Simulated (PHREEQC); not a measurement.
Solution (25 °C): 6.7 mmol/kgw CdSO4, 0.056 mmol/kgw H3BO3, 130 mmol/kgw NiCl2 and 180 mmol/kgw Cd(NO3)2. Closed to the air; pH follows from the charge balance.

Computed with PHREEQC (ion-association model, wateq4f.dat).

This is a speciation only: nothing precipitates in the calculation.

### Question
Order these Cl species by the share of Cl that they hold, largest first: CdCl3-, NiCl+, Cl-, CdCl2, CdCl+.

### Answer
CdCl+ (42 %), Cl- (38 %), CdCl2 (14 %), NiCl+ (2.9 %), CdCl3- (1.3 %)

### Question
Order these S species by the share of S that they hold, largest first: CdSO4, SO4-2, Cd(SO4)2-2, NiSO4.

### Answer
NiSO4 (41 %), SO4-2 (36 %), CdSO4 (23 %), Cd(SO4)2-2 (0.86 %)

The pH is 5.28 and the ionic strength 0.622 mol/kgw. Species that the database lacks are ignored.
